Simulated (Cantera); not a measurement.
A perfectly stirred reactor is fed with CH4 : N2 = 1 : 2.4 (molar parts), at 0.00188 atm; it is held at 1300 K, and followed from long to short residence time.

Detailed kinetics in Cantera: GRI-Mech 3.0 (53 species, 325 reactions). GRI-Mech 3.0 stops at C3 and has no aromatics, soot or wall deposition, so with more carbon than oxygen in the feed, carbon stays in small species such as C2H2 where larger ones or solid carbon would form. Radical loss at walls, strong at low pressure, is not modelled.

Q: What does this change do: temperature 1300 to 1975 K?

A: 
| quantity | before | after |
|---|---|---|
| x(CH4) at τ = 1.10 s | 0.294 | 0.0294 |
| x(CH2) at τ = 1.10 s | 3.24e-12 | 1.46e-5 |
| x(CH3) at τ = 1.10 s | 5.53e-6 | 0.00302 |
| x(H) at τ = 1.10 s | 4.96e-10 | 0.00162 |
| x(C2H2) at τ = 1.10 s | 9.68e-10 | 0.100 |
| x(CH4) at τ = 0.100 s | 0.294 | 0.118 |
| x(CH2) at τ = 0.100 s | <1e-12 | 2.06e-5 |
| x(CH3) at τ = 0.100 s | 5.11e-7 | 0.00801 |
| x(H) at τ = 0.100 s | 4.49e-10 | 0.000770 |
| x(C2H2) at τ = 0.100 s | <1e-12 | 0.0601 |
